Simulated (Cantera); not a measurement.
A Cantera script and what it prints.

```python
import numpy as np
import cantera as ct

gas_names = [...]  # 92 gases of nasa_gas.yaml made of C, H, N
cond_names = """
    C(gr) C6H6(L) C7H8(L) C8H18(L),n-octa
""".split()


# ... load() reads the species with a 1 bar reference pressure and builds the phases ...
atoms = {
    'C2H2': {'C': 2, 'H': 2},
    'NH3': {'N': 1, 'H': 3},
}
top_T = {'C(gr)': 4500}  # K; cautious upper limits of use, not melting points


# ... equilibrate(T, P, feed) seeds the gas with the atoms and calls Mixture.equilibrate('TP', solver="vcs", rtol=1e-11, max_steps=5000) ...
results = []
feed = {'C2H2': 1, 'NH3': 0.54}  # mol
P = 10000  # Pa
for T in [1873, 1898, 1923, 1948, 1973, 1998, 2023, 2048, 2073, 2098, 2123, 2148]:
    mix = equilibrate(T, P, feed)
    results.append((T, P, feed, dict(zip(mix.species_names, mix.species_moles))))
    x = sorted(zip(gas.X, gas.species_names), reverse=True)
    print(f"T = {T:g} K  P = {P:g} Pa  gas = {mix.phase_moles(0):.4g} mol")
    print("   x: " + "  ".join(f"{s} {v:.3e}" for v, s in x if v > 1e-06))
    print("   condensed (mol): " + ("  ".join(f"{mix.phase(i).name} {mix.phase_moles(i):.4g}"
          for i in range(1, mix.n_phases) if mix.phase_moles(i) > 1e-12) or "none"))
```

It prints:

```
T = 1873 K  P = 10000 Pa  gas = 2.082 mol
   x: H2 8.666e-01  N2 1.282e-01  HCN 2.880e-03  H 1.900e-03  C2H2,acetylene 2.704e-04  HNC 1.279e-04  CH4 4.578e-05  CH3 2.017e-06
   condensed (mol): C(gr) 1.993
T = 1898 K  P = 10000 Pa  gas = 2.082 mol
   x: H2 8.660e-01  N2 1.280e-01  HCN 3.214e-03  H 2.300e-03  C2H2,acetylene 3.258e-04  HNC 1.503e-04  CH4 4.240e-05  CH3 2.258e-06
   condensed (mol): C(gr) 1.992
T = 1923 K  P = 10000 Pa  gas = 2.083 mol
   x: H2 8.653e-01  N2 1.278e-01  HCN 3.576e-03  H 2.771e-03  C2H2,acetylene 3.906e-04  HNC 1.757e-04  CH4 3.934e-05  CH3 2.518e-06
   condensed (mol): C(gr) 1.99
T = 1948 K  P = 10000 Pa  gas = 2.083 mol
   x: H2 8.645e-01  N2 1.275e-01  HCN 3.967e-03  H 3.322e-03  C2H2,acetylene 4.659e-04  HNC 2.046e-04  CH4 3.657e-05  CH3 2.801e-06
   condensed (mol): C(gr) 1.989
T = 1973 K  P = 10000 Pa  gas = 2.084 mol
   x: H2 8.636e-01  N2 1.272e-01  HCN 4.389e-03  H 3.965e-03  C2H2,acetylene 5.532e-04  HNC 2.373e-04  CH4 3.404e-05  CH3 3.105e-06
   condensed (mol): C(gr) 1.988
T = 1998 K  P = 10000 Pa  gas = 2.085 mol
   x: H2 8.625e-01  N2 1.269e-01  HCN 4.841e-03  H 4.711e-03  C2H2,acetylene 6.539e-04  HNC 2.741e-04  CH4 3.175e-05  CH3 3.433e-06
   condensed (mol): C(gr) 1.987
T = 2023 K  P = 10000 Pa  gas = 2.086 mol
   x: H2 8.614e-01  N2 1.266e-01  H 5.574e-03  HCN 5.326e-03  C2H2,acetylene 7.694e-04  HNC 3.154e-04  CH4 2.965e-05  CH3 3.785e-06
   condensed (mol): C(gr) 1.985
T = 2048 K  P = 10000 Pa  gas = 2.087 mol
   x: H2 8.600e-01  N2 1.263e-01  H 6.567e-03  HCN 5.844e-03  C2H2,acetylene 9.016e-04  HNC 3.616e-04  CH4 2.772e-05  CH3 4.161e-06  CN 1.170e-06
   condensed (mol): C(gr) 1.983
T = 2073 K  P = 10000 Pa  gas = 2.088 mol
   x: H2 8.585e-01  N2 1.259e-01  H 7.706e-03  HCN 6.396e-03  C2H2,acetylene 1.052e-03  HNC 4.130e-04  CH4 2.596e-05  CH3 4.562e-06  CN 1.588e-06
   condensed (mol): C(gr) 1.981
T = 2098 K  P = 10000 Pa  gas = 2.089 mol
   x: H2 8.568e-01  N2 1.255e-01  H 9.008e-03  HCN 6.982e-03  C2H2,acetylene 1.223e-03  HNC 4.700e-04  CH4 2.433e-05  CH3 4.989e-06  CN 2.140e-06
   condensed (mol): C(gr) 1.979
T = 2123 K  P = 10000 Pa  gas = 2.091 mol
   x: H2 8.549e-01  N2 1.251e-01  H 1.049e-02  HCN 7.605e-03  C2H2,acetylene 1.416e-03  HNC 5.332e-04  CH4 2.283e-05  CH3 5.441e-06  CN 2.862e-06
   condensed (mol): C(gr) 1.977
T = 2148 K  P = 10000 Pa  gas = 2.093 mol
   x: H2 8.527e-01  N2 1.246e-01  H 1.217e-02  HCN 8.263e-03  C2H2,acetylene 1.633e-03  HNC 6.028e-04  CH4 2.145e-05  CH3 5.919e-06  CN 3.802e-06  C4H2 1.270e-06
   condensed (mol): C(gr) 1.975
```

Method: chemical equilibrium by Gibbs-energy minimisation in Cantera with the NASA 1993 tables (ideal gas, pure condensed phases).
